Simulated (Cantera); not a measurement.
Adiabatic ignition

An adiabatic, constant-volume homogeneous reactor starts with C2H4 : O2 : N2 : H2O = 1 : 2 : 7.52 : 0.58 (molar parts), equivalence ratio 1.5, at 1250 K and 5.10 bar.

Cantera simulation using GRI-Mech 3.0 (53 species, 325 reactions); the numbers are that mechanism's predictions, not measurements. GRI-Mech 3.0 was tuned for natural gas; its chemistry of ethylene as a main component is partial and can be far from experiment. Above 3000 K some thermodynamic fits are extrapolated.

```csv
t (s),T (K),P (bar),x C2H4,x O2,x H2O,x HCO,x NO2,x H2O2
2.00e-6,1250,5.10,0.0901,0.180,0.0523,1.52e-12,<1e-12,<1e-12
4.93e-6,1250,5.10,0.0901,0.180,0.0523,2.02e-12,<1e-12,<1e-12
1.21e-5,1250,5.10,0.0901,0.180,0.0523,3.04e-12,<1e-12,3.50e-12
2.99e-5,1250,5.10,0.0901,0.180,0.0523,6.75e-12,<1e-12,2.65e-11
7.37e-5,1250,5.10,0.0901,0.180,0.0523,3.36e-11,<1e-12,3.01e-10
0.000182,1250,5.10,0.0901,0.180,0.0523,2.86e-9,<1e-12,1.27e-7
0.000447,3055,13.8,<1e-12,0.00164,0.146,1.37e-6,7.21e-7,4.12e-7
0.00110,3055,13.8,<1e-12,0.00164,0.146,1.37e-6,7.24e-7,4.12e-7
0.00271,3055,13.8,<1e-12,0.00164,0.146,1.37e-6,7.24e-7,4.12e-7
0.00669,3055,13.8,<1e-12,0.00164,0.146,1.37e-6,7.24e-7,4.12e-7
0.0165,3055,13.8,<1e-12,0.00164,0.146,1.37e-6,7.24e-7,4.12e-7
0.0406,3055,13.8,<1e-12,0.00164,0.146,1.37e-6,7.24e-7,4.12e-7
0.100,3055,13.8,<1e-12,0.00164,0.146,1.37e-6,7.24e-7,4.12e-7
```
x: mole fraction; the columns are a selection and need not sum to one.

```yaml
time_of_steepest_temperature_rise: 0.228 ms
temperature at 0.100 s: 3055 K
equilibrium_temperature: 3055 K
x(C2H4) at 0.100 s: <1e-12 (gas-phase equilibrium <1e-12)
x(O2) at 0.100 s: 0.00164 (gas-phase equilibrium 0.00164)
x(H2O) at 0.100 s: 0.146 (gas-phase equilibrium 0.146)
```
